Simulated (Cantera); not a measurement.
An adiabatic, constant-pressure homogeneous reactor starts with CO : H₂ : CH₄ : O₂ : N₂ = 1 : 0.27 : 0.2 : 0.609 : 2.29 (molar parts), at 1675 K and 0.286 atm. Integrator tolerance rtol = 1e-08.

Cantera simulation using GRI-Mech 3.0 (53 species, 325 reactions); the numbers are that mechanism's predictions, not measurements.

Task: What does this change do: initial temperature 1675 to 1025 K?

Result: 
```json
[
 {"quantity": "time of steepest temperature rise", "before": "0.146 ms", "after": "8.27 ms"},
 {"quantity": "temperature at 2.00 s", "before": "2738 K", "after": "2512 K"},
 {"quantity": "equilibrium temperature", "before": "2738 K", "after": "2512 K"},
 {"quantity": "x(CO) at 2.00 s", "before": "0.192 (gas-phase equilibrium 0.192)", "after": "0.177 (gas-phase equilibrium 0.177)"},
 {"quantity": "x(H₂) at 2.00 s", "before": "0.0336 (gas-phase equilibrium 0.0336)", "after": "0.0315 (gas-phase equilibrium 0.0315)"},
 {"quantity": "x(CH₄) at 2.00 s", "before": "<1e-12 (gas-phase equilibrium <1e-12)", "after": "<1e-12 (gas-phase equilibrium <1e-12)"},
 {"quantity": "x(CH₂O) at 2.00 s", "before": "7.53e-10 (gas-phase equilibrium 7.53e-10)", "after": "6.49e-10 (gas-phase equilibrium 6.49e-10)"},
 {"quantity": "x(N₂O) at 2.00 s", "before": "1.41e-7 (gas-phase equilibrium 1.41e-7)", "after": "4.72e-8 (gas-phase equilibrium 4.72e-8)"},
 {"quantity": "x(CH₂CO) at 2.00 s", "before": "<1e-12 (gas-phase equilibrium <1e-12)", "after": "<1e-12 (gas-phase equilibrium <1e-12)"},
 {"quantity": "x(OH) at 2.00 s", "before": "0.0178 (gas-phase equilibrium 0.0178)", "after": "0.00699 (gas-phase equilibrium 0.00699)"}
]
```

Task: What does this change do: O2 0.609 to 0.3 parts?

Result: 
```tsv
quantity	before	after
time of steepest temperature rise	0.146 ms	0.349 ms
temperature at 2.00 s	2738 K	2328 K
equilibrium temperature	2738 K	2328 K
x(CO) at 2.00 s	0.192 (gas-phase equilibrium 0.192)	0.256 (gas-phase equilibrium 0.256)
x(H₂) at 2.00 s	0.0336 (gas-phase equilibrium 0.0336)	0.0930 (gas-phase equilibrium 0.0930)
x(CH₄) at 2.00 s	<1e-12 (gas-phase equilibrium <1e-12)	1.91e-12 (gas-phase equilibrium 2.09e-12)
x(CH₂O) at 2.00 s	7.53e-10 (gas-phase equilibrium 7.53e-10)	2.77e-9 (gas-phase equilibrium 2.77e-9)
x(N₂O) at 2.00 s	1.41e-7 (gas-phase equilibrium 1.41e-7)	2.36e-9 (gas-phase equilibrium 2.36e-9)
x(CH₂CO) at 2.00 s	<1e-12 (gas-phase equilibrium <1e-12)	<1e-12 (gas-phase equilibrium <1e-12)
x(OH) at 2.00 s	0.0178 (gas-phase equilibrium 0.0178)	0.000730 (gas-phase equilibrium 0.000730)
```
